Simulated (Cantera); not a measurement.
Input: 1 mol TiO₂, 1400 mol H₂, 0.94 mol H₂O, held at 2173.15 K and 140 Pa.

These are equilibrium values from Cantera (NASA tables, ideal gas, pure condensed phases), not measurements of a reactor. Candidate condensed phases: H₂O, Ti, TiO, TiO₂, Ti₂O₃, Ti₃O₅, Ti₄O₇; 12 gas species. Kinetics and transport are ignored.

Base state: H₂ 0.877, H 0.121, H₂O 0.00126, TiO 0.000611, TiO₂ 3.86e-5, OH 2.32e-5, Ti 2.05e-5 (mole fractions); condensed: gas only.

Question: What changes in the equilibrium state with this change: TiO₂ replaced by ZrO₂?

Answer: 
```json
[
 {"species": "H₂", "before": "0.877", "after": "0.878"},
 {"species": "H", "before": "0.121", "after": "0.121"},
 {"species": "H₂O", "before": "0.00126", "after": "0.000622"},
 {"species": "TiO", "before": "0.000611", "after": "0"},
 {"species": "TiO₂", "before": "3.86e-5", "after": "0"},
 {"species": "Ti", "before": "2.05e-5", "after": "0"},
 {"species": "ZrO₂(tetragonal), mol", "before": "0", "after": "0.992"}
]
```
Further candidate phases: Zr, ZrO₂.
